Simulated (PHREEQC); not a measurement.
Make-up at 20 °C: 17 mmol/kgw Cs2CO3. Closed to the air; pH follows from the charge balance.

The numbers come from PHREEQC with the ion-association model, wateq4f.dat.

Problem. The ionic strength comes out as 0.0497 mol/kgw. What activity coefficients do CO3-2, OH-, Cs+, HCO3- get?

Solution. CO3-2 0.48, OH- 0.81, Cs+ 0.82, HCO3- 0.83.

This is a speciation only: nothing precipitates in the calculation.
